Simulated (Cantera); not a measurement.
Input: 1 mol MgSO4, 0.076 mol H2O, 1.2 mol CO2, equilibrated at 1252 °C and 0.00180 bar.

Equilibrium computed with Cantera from the NASA thermochemical tables; the gas is ideal and each condensed phase is pure. Candidate condensed phases: C, C6H6, C7H8, C8H18, H2O, H2SO4, Mg, MgCO3, MgO, Mg(OH)2, MgS, MgSO4, S; 130 gas species. The numbers say what is thermodynamically allowed, not how fast it happens.

Base state: CO2 0.432, SO2 0.360, O2 0.180, H2O 0.0273, OH 0.000236, SO3 0.000214, CO 0.000170, O 5.66e-5 (mole fractions); condensed: MgO(s).

Task: What changes in the equilibrium state with this change: pressure from 0.00180 bar to 0.0710 bar?

Result: 
```json
[
 {"species": "CO2", "before": "0.432", "after": "0.433"},
 {"species": "SO2", "before": "0.360", "after": "0.359"},
 {"species": "O2", "before": "0.180", "after": "0.180"},
 {"species": "SO3", "before": "0.000214", "after": "0.00134"},
 {"species": "H2O", "before": "0.0273", "after": "0.0273"},
 {"species": "O", "before": "5.66e-5", "after": "9.01e-6"},
 {"species": "SO", "before": "1.04e-5", "after": "1.66e-6"},
 {"species": "CO", "before": "0.000170", "after": "2.71e-5"},
 {"species": "OH", "before": "0.000236", "after": "9.44e-5"},
 {"species": "MgO(s), mol", "before": "1.00", "after": "1.00"}
]
```
